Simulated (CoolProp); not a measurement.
Vapour-liquid equilibrium of carbon dioxide (1) + R142b (2) at 236.3 K; x and y are mole fractions of (1).

Model: multi-fluid Helmholtz-energy mixture model, Span 1996 and Lemmon 2006; pair parameters Bell 2016, in CoolProp.

| x | bubble pressure (MPa) | y at the bubble point | dew pressure at overall composition x (MPa) | liquid density (mol/L) |
|---|---|---|---|---|
| 0.05 | 0.07301 | 0.627 | 0.02964 | 12.84 |
| 0.2 | 0.2329 | 0.897 | 0.03507 | 14.03 |
| 0.35 | 0.4092 | 0.950 | 0.04291 | 15.40 |
| 0.5 | 0.5810 | 0.971 | 0.05523 | 17.00 |
| 0.65 | 0.7412 | 0.982 | 0.07749 | 18.89 |
| 0.8 | 0.8968 | 0.990 | 0.1300 | 21.17 |
| 0.95 | 1.064 | 0.998 | 0.4094 | 23.98 |

No azeotrope shows between x = 0.05 and 0.95.

Pair parameters are fitted to limited data, so mixtures are less certain than the pure fluids. The gap from Raoult's law changes sign with composition, which may be real or a fault of the pair parameters; it wasn't checked against measurements.
